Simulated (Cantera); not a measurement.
Input (Python, Cantera) and output of one run.

```python
import numpy as np
import cantera as ct

gas_names = [...]  # 123 gases of nasa_gas.yaml made of C, H, O, Si
cond_names = """
    C(gr) C6H6(L) C7H8(L) C8H18(L),n-octa H2O(s) H2O(L) Si(cr) Si(L) SiC(b) SiO2(Lqz) SiO2(hqz) SiO2(L)
""".split()


# ... load() reads the species with a 1 bar reference pressure and builds the phases ...
atoms = {
    'SiO2': {'Si': 1, 'O': 2},
    'CH4': {'C': 1, 'H': 4},
    'H2': {'H': 2},
}
top_T = {'C(gr)': 4500, 'SiC(b)': 3050}  # K; cautious upper limits of use, not melting points


# ... equilibrate(T, P, feed) seeds the gas with the atoms and calls Mixture.equilibrate('TP', solver="vcs", rtol=1e-11, max_steps=5000) ...
results = []
feed = {'SiO2': 1, 'CH4': 1.3, 'H2': 1.5}  # mol
T = 2600  # K
P = 540000  # Pa
mix = equilibrate(T, P, feed)
results.append((T, P, feed, dict(zip(mix.species_names, mix.species_moles))))
x = sorted(zip(gas.X, gas.species_names), reverse=True)
print(f"T = {T:g} K  P = {P:g} Pa  gas = {mix.phase_moles(0):.4g} mol")
print("   x: " + "  ".join(f"{s} {v:.3e}" for v, s in x if v > 0.001))
print("   condensed (mol): " + ("  ".join(f"{mix.phase(i).name} {mix.phase_moles(i):.4g}"
      for i in range(1, mix.n_phases) if mix.phase_moles(i) > 1e-12) or "none"))
```

It prints:

```
T = 2600 K  P = 540000 Pa  gas = 6.155 mol
   x: H2 6.575e-01  CO 2.103e-01  SiO 1.145e-01  H 1.339e-02  Si 1.804e-03
   condensed (mol): Si(L) 0.2703
```

Equilibrium computed with Cantera from the NASA thermochemical tables; the gas is ideal and each condensed phase is pure. Gases not in the tables: Si2H6 and higher silanes.
